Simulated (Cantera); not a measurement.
A perfectly stirred reactor is fed with CO : H2 : O2 : N2 = 1 : 0.053 : 0.924 : 3.88 (molar parts), at 12.8 atm; it is adiabatic with a 675 K inlet, and is followed from long to short residence time, starting on the burning branch (τ in s: 0.085, 0.034, 0.014, 0.0057, 0.0023, 0.00093, 0.00038, 0.00015, 6.2e-05, 2.5e-05).

Cantera simulation using GRI-Mech 3.0 (53 species, 325 reactions); the numbers are that mechanism's predictions, not measurements. The hydrogen kinetics of GRI-Mech 3.0 are dated; newer H2 mechanisms differ, most at raised pressure. The pressure lies above the range GRI-Mech 3.0 was tuned for (to about 10 atm).

Question: What does this change do: N2 3.88 to 2.6 parts?

Answer: 
```json
[
 {"quantity": "blow-out, bracketed by the residence times tried", "before": "burning at 0.150 ms, out at 62.0 µs", "after": "burning at 25.0 µs, the shortest tried"},
 {"quantity": "x(CO) at τ = 85.0 ms", "before": "0.000843", "after": "0.00505"},
 {"quantity": "x(H2) at τ = 85.0 ms", "before": "7.97e-6", "after": "4.27e-5"},
 {"quantity": "x(O2) at τ = 85.0 ms", "before": "0.0738", "after": "0.0941"},
 {"quantity": "x(O) at τ = 85.0 ms", "before": "0.000133", "after": "0.000795"},
 {"quantity": "x(H) at τ = 85.0 ms", "before": "3.08e-6", "after": "3.09e-5"},
 {"quantity": "x(CO) at τ = 0.930 ms", "before": "0.00931", "after": "0.0129"},
 {"quantity": "x(H2) at τ = 0.930 ms", "before": "6.58e-5", "after": "9.39e-5"},
 {"quantity": "x(O2) at τ = 0.930 ms", "before": "0.0779", "after": "0.101"},
 {"quantity": "x(O) at τ = 0.930 ms", "before": "0.00105", "after": "0.00180"},
 {"quantity": "x(H) at τ = 0.930 ms", "before": "6.82e-5", "after": "0.000102"}
]
```

Question: What does this change do: inlet temperature 675 to 748 K?

Answer: 
```json
[
 {"quantity": "blow-out, bracketed by the residence times tried", "before": "burning at 0.150 ms, out at 62.0 µs", "after": "burning at 62.0 µs, out at 25.0 µs"},
 {"quantity": "x(CO) at τ = 85.0 ms", "before": "0.000843", "after": "0.00110"},
 {"quantity": "x(H2) at τ = 85.0 ms", "before": "7.97e-6", "after": "1.04e-5"},
 {"quantity": "x(O2) at τ = 85.0 ms", "before": "0.0738", "after": "0.0733"},
 {"quantity": "x(O) at τ = 85.0 ms", "before": "0.000133", "after": "0.000178"},
 {"quantity": "x(H) at τ = 85.0 ms", "before": "3.08e-6", "after": "4.55e-6"},
 {"quantity": "x(CO) at τ = 0.930 ms", "before": "0.00931", "after": "0.00950"},
 {"quantity": "x(H2) at τ = 0.930 ms", "before": "6.58e-5", "after": "6.84e-5"},
 {"quantity": "x(O2) at τ = 0.930 ms", "before": "0.0779", "after": "0.0779"},
 {"quantity": "x(O) at τ = 0.930 ms", "before": "0.00105", "after": "0.00115"},
 {"quantity": "x(H) at τ = 0.930 ms", "before": "6.82e-5", "after": "7.37e-5"}
]
```
